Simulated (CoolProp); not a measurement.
Chlorine along the isotherm 163.25 °C: Z from the reference equation and from simpler models built on Tc = 143.7 °C, pc = 7.642 MPa, ω = 0.070; each cubic takes its own stable root.

Values from CoolProp's reference Helmholtz-energy equation of state, Thol 2021.

```
p (MPa)          phase  reference
-------  -------------  ---------
1.19               gas     0.9559
2.39               gas     0.9084
3.58               gas     0.8573
4.78               gas     0.8001
5.97               gas     0.7353
7.16               gas     0.6578
8.36     supercritical     0.5552
9.55     supercritical     0.3924
10.7     supercritical     0.2855
11.9     supercritical     0.2834
13.1     supercritical     0.2949
14.3     supercritical     0.3101
15.5     supercritical     0.3267
16.7     supercritical     0.3440
17.9     supercritical     0.3617
19.1     supercritical     0.3796
```

How far does each simpler model (Redlich-Kwong, Peng-Robinson) lie from the reference over these 16 states: mean and median of the absolute difference, and the worst?


- Redlich-Kwong: mean 9.7 %, median 8.7 %, worst +22.2 % at 163.25 °C and 10.7 MPa
- Peng-Robinson: mean 5.9 %, median 5.2 %, worst +15.6 % at 163.25 °C and 10.7 MPa
